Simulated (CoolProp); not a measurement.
The fluid at 298.15 K and 0.23 MPa is throttled through a valve to 0.0208 MPa with no heat exchange. The same conditions are run with several fluids, on thermodynamics alone (safety and materials aside).

Values from CoolProp's reference Helmholtz-energy equation of state of each fluid (propane: Lemmon 2009; R227EA: Lemmon 2016; R152A: Outcalt 1996; R115: Lemmon 2016; fluorine: de Reuck 1990).

Problem. Rank propane, R227EA, R152A, R115, fluorine by temperature change (K), highest first.

Solution. fluorine (-0.4), R115 (-2.9), propane (-3.7), R227EA (-3.9), R152A (-6.1)

| fluid | final density (kg/m³) |
|---|---|
| propane | 0.376 |
| R227EA | 1.45 |
| R152A | 0.569 |
| R115 | 1.31 |
| fluorine | 0.319 |
